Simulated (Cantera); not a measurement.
Source: NASA polynomial tables (part measured, part estimated), evaluated in Cantera. Values are per mole of reaction as written; species without (g) are pure solids or liquids, kept so even where they would boil at 1 bar.

MgS + O3(g) = SO3(g) + Mg

```
T (K)  ΔH° (kJ)  ΔS° (J/K)  ΔG° (kJ)  log10 K  condensed phases
-----  --------  ---------  --------  -------  ----------------
648           …          …         …        …     MgS(s), Mg(s)
798      -194.6       -6.0    -189.8    12.42     MgS(s), Mg(s)
948           …          …         …        …     MgS(s), Mg(l)
1098     -185.8        3.5    -189.6     9.02     MgS(s), Mg(l)
1248     -185.3        3.9    -190.1     7.96     MgS(s), Mg(l)
1398     -184.8        4.2    -190.7     7.13     MgS(s), Mg(l)
1548     -184.6        4.4    -191.4     6.46     MgS(s), Mg(l)
```

Problem. What belongs in the gaps?

Solution. 
- 648, ΔH° (kJ): -194.1
- 648, ΔS° (J/K): -5.4
- 648, ΔG° (kJ): -190.6
- 648, log10 K: 15.37
- 948, ΔH° (kJ): -186.2
- 948, ΔS° (J/K): 3.1
- 948, ΔG° (kJ): -189.1
- 948, log10 K: 10.42
